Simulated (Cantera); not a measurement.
What does this Cantera script print?

```python
import numpy as np
import cantera as ct

gas = ct.Solution("gri30.yaml")
gas.TPX = 950, 100000, {'H2': 1.1, 'O2': 1, 'N2': 5.7}
reactor = ct.IdealGasConstPressureReactor(gas, energy="off", clone=False)
net = ct.ReactorNet([reactor])
net.rtol, net.atol = 1e-08, 1e-18
show = ['H2', 'O2', 'H2O2', 'O', 'NO']
times = np.geomspace(3e-05, 90, 10)

steps = ct.SolutionArray(gas, extra=["t"])
rows = []
print(f"{'t/s':>10s}{'T/K':>9s}{'P/Pa':>11s}" + "".join(f"{s:>11s}" for s in show))
for t in times:
    while net.time < t:
        t_next = net.step()
        steps.append(gas.state, t=t_next)
    rows.append([np.interp(t, steps.t, y) for y in (steps.T, steps.P, *steps(*show).X.T)])
    print(f"{t:10.3e}{rows[-1][0]:9.1f}{rows[-1][1]:11.4g}" + "".join(f"{x:11.3e}" for x in rows[-1][2:]))
rate = np.gradient(steps.T, steps.t)
print("integrator steps:", len(steps.t))
if steps.T.max() > steps.T[0] + 200:
    print(f"time of steepest temperature rise: {steps.t[rate.argmax()]:.4e} s")
gas.TPX = 950, 100000, {'H2': 1.1, 'O2': 1, 'N2': 5.7}
gas.equilibrate("TP")
print(f"equilibrium (TP): T = {gas.T:.1f} K  " + "  ".join(f"{s} {gas[s].X[0]:.3e}" for s in show))
```

It prints:

```
       t/s      T/K       P/Pa         H2         O2       H2O2          O         NO
 3.000e-05    950.0      1e+05  1.410e-01  1.282e-01  1.453e-13  1.035e-11  3.760e-24
 1.573e-04    950.0      1e+05  1.410e-01  1.282e-01  9.593e-12  4.216e-11  3.518e-22
 8.251e-04    950.0      1e+05  1.410e-01  1.282e-01  6.481e-10  9.979e-11  1.290e-20
 4.327e-03    950.0      1e+05  1.410e-01  1.282e-01  6.600e-08  1.193e-09  3.071e-18
 2.269e-02    950.0      1e+05  8.840e-02  1.034e-01  1.820e-04  8.760e-08  4.012e-09
 1.190e-01    950.0      1e+05  7.120e-02  9.519e-02  4.982e-04  2.078e-07  5.427e-09
 6.240e-01    950.0      1e+05  1.967e-02  7.117e-02  2.120e-04  1.492e-07  3.572e-09
 3.273e+00    950.0      1e+05  2.715e-04  6.219e-02  1.101e-06  6.309e-09  4.027e-10
 1.716e+01    950.0      1e+05  1.527e-05  6.208e-02  8.633e-09  7.708e-11  1.151e-10
 9.000e+01    950.0      1e+05  2.554e-07  6.207e-02  5.324e-11  1.177e-12  7.316e-10
integrator steps: 2472
equilibrium (TP): T = 950.0 K  H2 1.117e-11  O2 6.206e-02  H2O2 5.429e-11  O 7.969e-12  NO 9.579e-06
```

Detailed kinetics in Cantera: GRI-Mech 3.0 (53 species, 325 reactions). The temperature is held fixed by assumption; the heat of reaction is taken as removed at once.
